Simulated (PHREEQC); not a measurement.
Consider water at 74 °C with 0.00065 mol H2S, 0.1 mol NaOH and 0.00021 mol ZnCl2 per kg of water. Closed to the air; pH follows from the charge balance.

The numbers come from PHREEQC with the ion-association model, phreeqc.dat.

pH: 11.57
ionic strength: 0.100 mol/kgw
specific conductance: 47000 µS/cm
density: 0.980 g/cm³
total alkalinity: 100 meq/kg

```
species    molality  activity   log γ
---------  --------  --------  ------
Na+           0.100    0.0766  -0.116
OH-          0.0989    0.0733  -0.130
Cl-        0.000420  0.000314  -0.127
S-2        0.000241   8.26e-5  -0.465
HS-        0.000137  0.000102  -0.130
Zn(HS)2    0.000135  0.000139   0.010
Zn(OH)3-    4.21e-5   3.20e-5  -0.119
Zn(OH)2     2.64e-5   2.71e-5   0.010
Zn(OH)4-2   5.66e-6   1.90e-6  -0.474
Zn(HS)3-    2.68e-7   2.04e-7  -0.119
ZnOH+       2.01e-7   1.53e-7  -0.119
```

Precipitation was switched off in this run. Examples of supersaturated solids here: Sphalerite (slow to form). Others may be too. Away from 25 °C the constants follow the database's enthalpies or fits; those with neither stay at their 25 °C values. The database's pK near 12.9 for HS-/S-2 is now thought far too low, so its S-2 is overstated.
